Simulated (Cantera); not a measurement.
A Cantera script and what it prints.

```python
import numpy as np
import cantera as ct

gas_names = [...]  # 109 gases of nasa_gas.yaml made of C, Cl, H, Si
cond_names = """
    C(gr) C6H6(L) C7H8(L) C8H18(L),n-octa Si(cr) Si(L) SiC(b)
""".split()


# ... load() reads the species with a 1 bar reference pressure and builds the phases ...
atoms = {
    '(CH3)2SiCl2': {'C': 2, 'H': 6, 'Si': 1, 'CL': 2},
    'C3H8': {'C': 3, 'H': 8},
    'H2': {'H': 2},
}
top_T = {'C(gr)': 4500, 'SiC(b)': 3050}  # K; cautious upper limits of use, not melting points


# ... equilibrate(T, P, feed) seeds the gas with the atoms and calls Mixture.equilibrate('TP', solver="vcs", rtol=1e-11, max_steps=5000) ...
results = []
feed = {'(CH3)2SiCl2': 1, 'C3H8': 0.015, 'H2': 110}  # mol
P = 130  # Pa
for T in [1000, 1100, 1200, 1300, 1400, 1500, 1600, 1700, 1800, 1900, 2000, 2100]:
    mix = equilibrate(T, P, feed)
    results.append((T, P, feed, dict(zip(mix.species_names, mix.species_moles))))

top = {s: max(r[3][s] / sum(r[3][g] for g in gas_names) for r in results) for s in gas_names}
cols = sorted((s for s in top if top[s] > 1e-06), key=lambda s: -top[s])[:5]
seen = [c for c in cond_names if any(r[3].get(c, 0) > 1e-12 for r in results)]
print("log10 of partial pressures in bar; condensed amounts in mol")
print(f"{'T/K':>10s}" + "".join(f"{s[:9]:>10s}" for s in cols + seen))
for T, P, feed, n in results:
    ng = sum(n[g] for g in gas_names)
    print(f"{T:10.4g}" + "".join(f"{np.log10(max(n[s] / ng * P / 1e5, 1e-99)):10.3f}" for s in cols)
          + "".join(f"{n.get(c, 0):10.4g}" for c in seen))
```

It prints:

```
log10 of partial pressures in bar; condensed amounts in mol
       T/K        H2         H       HCL        Si C2H2,acet     C(gr)    SiC(b)
      1000    -2.894   -10.091    -4.642   -19.160   -11.836     1.031    0.9999
      1100    -2.894    -9.034    -4.642   -16.689   -10.769      1.04    0.9999
      1200    -2.894    -8.152    -4.642   -14.631    -9.882     1.043    0.9999
      1300    -2.894    -7.403    -4.642   -12.892    -9.133     1.044    0.9997
      1400    -2.894    -6.760    -4.642   -11.404    -8.493     1.044    0.9995
      1500    -2.894    -6.201    -4.643   -10.115    -7.939     1.043    0.9992
      1600    -2.894    -5.712    -4.644    -8.989    -7.455      1.04    0.9986
      1700    -2.896    -5.279    -4.645    -7.997    -7.030     1.031    0.9971
      1800    -2.898    -4.895    -4.649    -7.116    -6.654     1.016    0.9897
      1900    -2.904    -4.552    -4.656    -6.329    -6.322     1.008    0.9496
      2000    -2.915    -4.246    -4.670    -5.622    -6.029     1.102    0.7504
      2100    -2.935    -3.974    -4.697    -5.035    -5.776     1.594         0
```

Cantera equilibrium calculation (NASA polynomials, part measured and part estimated; ideal gas, pure solids and liquids). The feed counts by its element totals alone. The tables' values for SiCl are old estimates; treat these amounts as uncertain. Gases not in the tables: Si2H6 and higher silanes.
